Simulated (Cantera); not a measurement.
# Thermodynamics of fluorocarbon and chlorocarbon gases, feed CH2F2 + HCl

Input: 1 mol CH2F2, 0.034 mol HCl, at 0.0133 bar.

These are equilibrium values from Cantera (NASA tables, ideal gas, pure condensed phases), not measurements of a reactor. Candidate condensed phases: C, C6H6, C7H8, C8H18; 118 gas species. The numbers say what is thermodynamically allowed, not how fast it happens.

```tsv
T (K)	x HF	x HCl	x H	x Cl	n C(graphite)
1623	0.983	0.0162	9.32e-6	0.000491	1.00
1773	0.983	0.0155	5.96e-5	0.00121	1.000
1923	0.982	0.0141	0.000279	0.00254	1.000
2073	0.980	0.0121	0.00100	0.00460	1.000
2223	0.977	0.00936	0.00288	0.00727	1.000
2373	0.970	0.00653	0.00682	0.0100	1.000
2523	0.957	0.00424	0.0142	0.0122	0.999
```
x: gas mole fraction; n: condensed amount in mol.

From 1623 K to 2523 K the condensed part is C(graphite). The main C-bearing gas is CF2 at 1623 K and CF at 2523 K.
